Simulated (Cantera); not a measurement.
Input (Python, Cantera) and output of one run.

```python
import numpy as np
import cantera as ct

gas_names = """
    Electron H H+ H- HO2 H2 H2+ H2- H2O H2O+ H2O2 H3O+ O O+ O- OH OH+ OH- O2 O2+ O2- O3
""".split()
cond_names = """
    H2O(s) H2O(L)
""".split()


def load(file, names, dense=False):
    # The tables refer to 1 bar. Condensed volumes are neglected.
    table = {s.name: s for s in ct.Species.list_from_file(file)}
    out = []
    for n in names:
        d = dict(table[n].input_data)
        d["thermo"] = dict(d["thermo"], **{"reference-pressure": 1e5})
        if dense:
            d["equation-of-state"] = {"model": "constant-volume", "density": "1e6 g/cm^3"}
        out.append(ct.Species.from_dict(d))
    return out


gas = ct.Solution(thermo="ideal-gas", species=load("nasa_gas.yaml", gas_names))
cond = {s.name: ct.Solution(thermo="fixed-stoichiometry", species=[s], name=s.name)
        for s in load("nasa_condensed.yaml", cond_names, dense=True)}
atoms = {
    'H2O': {'H': 2, 'O': 1},
    'H2': {'H': 2},
}
top_T = {}  # K; cautious upper limits of use, not melting points


def equilibrate(T, P, feed):
    n = {}
    for name, mol in feed.items():
        for a, k in atoms[name].items():
            n[a] = n.get(a, 0.0) + k * mol
    gas.TPX = T, P, n
    mass = sum(n.values()) * gas.mean_molecular_weight
    gas.equilibrate("TP")
    valid = [c for c in cond.values() if c.min_temp <= T <= top_T.get(c.name, c.max_temp)]
    mix = ct.Mixture([(gas, mass / gas.mean_molecular_weight)] + [(c, 0.0) for c in valid])
    mix.T, mix.P = T, P
    mix.equilibrate("TP", solver="vcs", rtol=1e-11, max_steps=5000)
    return mix


results = []
feed = {'H2O': 1, 'H2': 1.1}  # mol
P = 14000000  # Pa
for T in [2000, 2500, 3000, 3500, 4000, 4500, 5000]:
    mix = equilibrate(T, P, feed)
    results.append((T, P, feed, dict(zip(mix.species_names, mix.species_moles))))
    x = sorted(zip(gas.X, gas.species_names), reverse=True)
    print(f"T = {T:g} K  P = {P:g} Pa  gas = {mix.phase_moles(0):.4g} mol")
    print("   x: " + "  ".join(f"{s} {v:.3e}" for v, s in x if v > 0.001))
    print("   condensed (mol): " + ("  ".join(f"{mix.phase(i).name} {mix.phase_moles(i):.4g}"
          for i in range(1, mix.n_phases) if mix.phase_moles(i) > 1e-12) or "none"))
```

Output:

```
T = 2000 K  P = 1.4e+07 Pa  gas = 2.1 mol
   x: H2 5.237e-01  H2O 4.762e-01
   condensed (mol): none
T = 2500 K  P = 1.4e+07 Pa  gas = 2.102 mol
   x: H2 5.227e-01  H2O 4.755e-01  H 1.536e-03
   condensed (mol): none
T = 3000 K  P = 1.4e+07 Pa  gas = 2.113 mol
   x: H2 5.172e-01  H2O 4.702e-01  H 9.597e-03  OH 2.898e-03
   condensed (mol): none
T = 3500 K  P = 1.4e+07 Pa  gas = 2.155 mol
   x: H2 5.010e-01  H2O 4.484e-01  H 3.532e-02  OH 1.456e-02
   condensed (mol): none
T = 4000 K  P = 1.4e+07 Pa  gas = 2.27 mol
   x: H2 4.688e-01  H2O 3.878e-01  H 9.224e-02  OH 4.460e-02  O 4.930e-03  O2 1.536e-03
   condensed (mol): none
T = 4500 K  P = 1.4e+07 Pa  gas = 2.516 mol
   x: H2 4.189e-01  H2O 2.772e-01  H 1.891e-01  OH 8.769e-02  O 2.166e-02  O2 5.310e-03
   condensed (mol): none
T = 5000 K  P = 1.4e+07 Pa  gas = 2.927 mol
   x: H2 3.473e-01  H 3.203e-01  H2O 1.528e-01  OH 1.139e-01  O 5.638e-02  O2 9.075e-03
   condensed (mol): none
```

Cantera equilibrium calculation (NASA polynomials, part measured and part estimated; ideal gas, pure solids and liquids). The ideal-gas law is rough above about 30 bar.
